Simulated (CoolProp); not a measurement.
Vapour-liquid equilibrium of isobutane (1) + R245fa (2) at 275.5 K; x and y are mole fractions of (1).

Values from CoolProp's multi-fluid Helmholtz-energy mixture model, Bücker 2006 and Akasaka 2015; pair parameters Bell 2016.

Q: Give the bubble pressure and the first vapour's composition at x = 0.5, 0.65, 0.8. Is there an azeotrope?

A: x = 0.5: 0.1845 MPa, y = 0.734; x = 0.65: 0.1867 MPa, y = 0.747; x = 0.8: 0.1878 MPa, y = 0.786. y crosses x between x = 0.65 and 0.8: the model has an azeotrope there.

Pair parameters are fitted to limited data, so mixtures are less certain than the pure fluids. With so large a gap from Raoult's law the liquid may split in two, which this calculation doesn't test in full.
